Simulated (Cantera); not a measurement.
A closed system holds: 1 mol Si₃N₄, 0.031 mol CO₂, 9.2 mol H₂, held at 7.50 Torr.

Method: chemical equilibrium by Gibbs-energy minimisation in Cantera with the NASA 1993 tables (ideal gas, pure condensed phases). Candidate condensed phases: C, C₆H₆, C₇H₈, C₈H₁₈, H₂O, Si, SiC, SiO₂, Si₂N₂O, Si₃N₄; 151 gas species. Mutual solubility and eutectic melting of coexisting phases are not modelled. Equilibrium is a limit: real reactors are often held back by kinetics, nucleation or transport.

log p: log10 of the partial pressure in bar; n: condensed amount in mol.

| T (°C) | log p H₂ | log p N₂ | log p CH₄ | log p H | log p SiO | log p CO | n C(graphite) | n SiC(s) | n Si₂N₂O(s) | n Si₃N₄(s) | n Si(s) |
|---|---|---|---|---|---|---|---|---|---|---|---|
| 825 | -2.00 | -4.45 | -5.44 | -8.61 | -13.44 | -9.72 | 0.00907 | 0.0186 | 0.0620 | 0.952 | 0 |
| 875 | -2.00 | -4.36 | [?] | [?] | [?] | [?] | 0 | 0.0299 | 0.0620 | 0.949 | 0 |
| 925 | -2.00 | -4.35 | -6.43 | -7.72 | -11.15 | -9.01 | 0 | 0.0306 | 0.0620 | 0.948 | 0 |
| 975 | -2.00 | -4.35 | -6.89 | -7.33 | -10.13 | -8.74 | 0 | 0.0309 | 0.0620 | 0.948 | 0 |
| 1025 | -2.00 | -4.35 | -7.32 | -6.97 | -9.19 | -8.49 | 0 | 0.0309 | 0.0620 | 0.948 | 0 |
| 1075 | -2.00 | -4.35 | -7.71 | -6.64 | -8.33 | -8.26 | 0 | 0.0310 | 0.0620 | 0.948 | 0 |
| 1125 | -2.00 | -4.35 | -8.08 | -6.33 | -7.52 | -8.05 | 0 | 0.0310 | 0.0620 | 0.948 | 0 |
| 1175 | -2.00 | -4.35 | [?] | [?] | [?] | [?] | 0 | 0.0310 | 0.0618 | 0.948 | 0 |
| 1225 | -2.00 | -4.34 | -8.73 | -5.77 | -6.08 | -7.65 | 0 | 0.0310 | 0.0612 | 0.948 | 0.000817 |

**Question.** Complete the blanks.

**Answer.** 
- 875, log p CH₄: -5.93
- 875, log p H: -8.15
- 875, log p SiO: -12.26
- 875, log p CO: -9.31
- 1175, log p CH₄: -8.42
- 1175, log p H: -6.04
- 1175, log p SiO: -6.78
- 1175, log p CO: -7.85
